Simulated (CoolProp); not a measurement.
Vapour-liquid equilibrium of n-hexane (1) + o-xylene (2) at 389.6 K; x and y are mole fractions of (1).

Values from CoolProp's multi-fluid Helmholtz-energy mixture model, Thol 2019 and Zhou 2012; pair parameters Bell 2016.

Give the bubble pressure and the first vapour's composition at x = 0.05, 0.35, 0.8. Is there an azeotrope?

x = 0.05: 0.6428 bar, y = 0.320; x = 0.35: 1.671 bar, y = 0.806; x = 0.8: 3.039 bar, y = 0.959. No azeotrope shows between x = 0.05 and 0.95.

Pair parameters are fitted to limited data, so mixtures are less certain than the pure fluids.
